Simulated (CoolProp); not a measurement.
R13 at 388.21 K and 1.61 MPa flows at 19 m/s in a round tube of 2 mm bore and 45 µm roughness, fully developed (64/Re and Nu = 3.66 if laminar; Colebrook and Gnielinski if turbulent). Each further row changes one setting.

Computed with CoolProp (reference Helmholtz-energy equation of state, Platzer 1990). This equation is an older, rougher fit.

```json
[
 {"case": "as stated", "Reynolds number": "113000", "Darcy friction factor": "…", "pressure drop (Pa/m)": "256000", "heat-transfer coefficient (W/(m² K))": "6360", "mass flow (kg/h)": "…"},
 {"case": "velocity 38 m/s", "Reynolds number": "226000", "Darcy friction factor": "…", "pressure drop (Pa/m)": "…", "heat-transfer coefficient (W/(m² K))": "12700", "mass flow (kg/h)": "…"},
 {"case": "diameter 4 mm", "Reynolds number": "226000", "Darcy friction factor": "…", "pressure drop (Pa/m)": "99300", "heat-transfer coefficient (W/(m² K))": "4820", "mass flow (kg/h)": "…"}
]
```

What belongs in the gaps?


- as stated, Darcy friction factor: 0.0512
- as stated, mass flow (kg/h): 11.9
- velocity 38 m/s, Darcy friction factor: 0.0511
- velocity 38 m/s, pressure drop (Pa/m): 1020000
- velocity 38 m/s, mass flow (kg/h): 23.8
- diameter 4 mm, Darcy friction factor: 0.0397
- diameter 4 mm, mass flow (kg/h): 47.6

Viscosity comes from a separate model (Huber 2003), an estimate that may be off by 10 % or more. Thermal conductivity comes from a separate model (Huber 2003), an estimate that may be off by 10 % or more.
